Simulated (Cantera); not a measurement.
A freely propagating, adiabatic, planar premixed flame of 12.2 % CH₃OH, 18.7 % O₂, 69.1 % N₂, equivalence ratio 0.98, unburnt at 500 K and 0.987 atm; mixture-averaged transport, grid criteria slope 0.08 and curve 0.16, no radiation.

Detailed kinetics in Cantera: GRI-Mech 3.0 (53 species, 325 reactions). GRI-Mech 3.0 was tuned for natural gas; its chemistry of methanol as a main component is partial and can be far from experiment. Burning velocities carry a grid error of a few per cent, more on coarse grids.

x: mole fraction of selected species; z is measured from the peak of heat release.

| z (mm) | T (K) | u (m/s) | x CH₃OH | x O₂ | x H | x C₂H₂ | x CH₃ | x C₂H₄ |
|---|---|---|---|---|---|---|---|---|
| -0.858 | 500 | 0.980 | 0.122 | 0.187 | <1e-8 | <1e-8 | <1e-8 | <1e-8 |
| -0.572 | 502 | 0.986 | 0.122 | 0.186 | <1e-8 | <1e-8 | <1e-8 | <1e-8 |
| -0.429 | 509 | 1.00 | 0.121 | 0.185 | <1e-8 | <1e-8 | <1e-8 | <1e-8 |
| -0.286 | 562 | 1.12 | 0.117 | 0.179 | <1e-8 | <1e-8 | <1e-8 | 2.42e-8 |
| -0.143 | 891 | 1.83 | 0.0900 | 0.149 | 1.35e-6 | 7.46e-8 | 2.43e-7 | 2.64e-7 |
| -0.0715 | … | 2.69 | … | … | … | … | … | … |
| 0 | 1678 | 3.67 | 0.00670 | 0.0736 | 0.00196 | 3.77e-7 | 0.000137 | 1.14e-6 |
| 0.0715 | 1814 | 3.97 | 5.71e-5 | 0.0493 | 0.00667 | 1.48e-7 | 2.57e-5 | 1.80e-7 |
| 0.143 | 1863 | 4.06 | 1.44e-7 | 0.0372 | 0.00904 | 1.15e-8 | 1.02e-6 | <1e-8 |
| 0.286 | 1933 | 4.18 | <1e-8 | 0.0288 | 0.00941 | <1e-8 | <1e-8 | <1e-8 |
| 0.572 | 2019 | 4.33 | <1e-8 | 0.0241 | 0.00753 | <1e-8 | <1e-8 | <1e-8 |
| 1.14 | 2112 | 4.51 | <1e-8 | 0.0205 | 0.00487 | <1e-8 | <1e-8 | <1e-8 |
| 2.29 | 2197 | 4.66 | <1e-8 | 0.0169 | 0.00281 | <1e-8 | <1e-8 | <1e-8 |

**Question.** What belongs in the gaps?

**Answer.** 
- -0.0715, T (K): 1271
- -0.0715, x CH₃OH: 0.0500
- -0.0715, x O₂: 0.114
- -0.0715, x H: 8.27e-5
- -0.0715, x C₂H₂: 1.89e-7
- -0.0715, x CH₃: 1.16e-5
- -0.0715, x C₂H₄: 6.71e-7
